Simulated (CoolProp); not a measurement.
Vapour pressure (MPa) of R365MFC: the reference equation beside estimates from Tc = 460.0 K, pc = 3.266 MPa, ω = 0.377.

Values from CoolProp's reference Helmholtz-energy equation of state, Lemmon 2016.

```json
[
 {"T (K)": "285.3", "reference": "0.03281", "Lee-Kesler": "0.03189", "van der Waals": "0.3427", "Soave-Redlich-Kwong": "0.03207", "Peng-Robinson": "0.03281"},
 {"T (K)": "302.5", "reference": "0.06748", "Lee-Kesler": "0.06661", "van der Waals": "0.4724", "Soave-Redlich-Kwong": "0.06670", "Peng-Robinson": "0.06739"},
 {"T (K)": "319.7", "reference": "0.1267", "Lee-Kesler": "0.1265", "van der Waals": "0.6312", "Soave-Redlich-Kwong": "0.1264", "Peng-Robinson": "0.1265"},
 {"T (K)": "336.8", "reference": "0.2199", "Lee-Kesler": "0.2214", "van der Waals": "0.8203", "Soave-Redlich-Kwong": "0.2213", "Peng-Robinson": "0.2200"},
 {"T (K)": "354", "reference": "0.3600", "Lee-Kesler": "0.3643", "van der Waals": "1.044", "Soave-Redlich-Kwong": "0.3650", "Peng-Robinson": "0.3613"},
 {"T (K)": "371.1", "reference": "0.5586", "Lee-Kesler": "0.5665", "van der Waals": "1.302", "Soave-Redlich-Kwong": "0.5698", "Peng-Robinson": "0.5626"},
 {"T (K)": "388.3", "reference": "0.8329", "Lee-Kesler": "0.8450", "van der Waals": "1.598", "Soave-Redlich-Kwong": "0.8535", "Peng-Robinson": "0.8421"},
 {"T (K)": "405.5", "reference": "1.199", "Lee-Kesler": "1.215", "van der Waals": "1.933", "Soave-Redlich-Kwong": "1.232", "Peng-Robinson": "1.216"},
 {"T (K)": "422.6", "reference": "1.676", "Lee-Kesler": "1.695", "van der Waals": "2.306", "Soave-Redlich-Kwong": "1.720", "Peng-Robinson": "1.702"}
]
```

Absolute difference from the reference over all 9 rows, mean and median: Lee-Kesler 1.3 and 1.3 %, van der Waals 303.3 and 190.0 %, Soave-Redlich-Kwong 1.7 and 2.0 %, Peng-Robinson 0.6 and 0.4 %.
